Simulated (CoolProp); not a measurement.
A simple Rankine cycle with R143a: condensing at 289.15 K, boiler at 2.8 MPa, turbine inlet 372 K, turbine efficiency 0.9, pump efficiency 0.7, no recuperator. Each further row changes one setting.

Model: reference Helmholtz-energy equation of state, Lemmon and Jacobsen 2000, in CoolProp.

```csv
case,thermal efficiency (%),net work (kJ/kg),heat in (kJ/kg),turbine exit temperature (K),volume ratio over the turbine
as stated,___,23.6,240,328.6,2.88
turbine inlet 392 K,___,26.5,___,350.0,2.82
condensing temperature 281.15 K,11.6,29.2,252,320.4,3.60
boiler pressure 1.96 MPa,___,17.4,253,345.3,1.96
turbine efficiency 0.8,8.6,20.7,240,331.2,2.92
```

Problem. What belongs in the gaps?

Solution. 
- as stated, thermal efficiency (%): 9.8
- turbine inlet 392 K, thermal efficiency (%): 9.9
- turbine inlet 392 K, heat in (kJ/kg): 267
- boiler pressure 1.96 MPa, thermal efficiency (%): 6.9
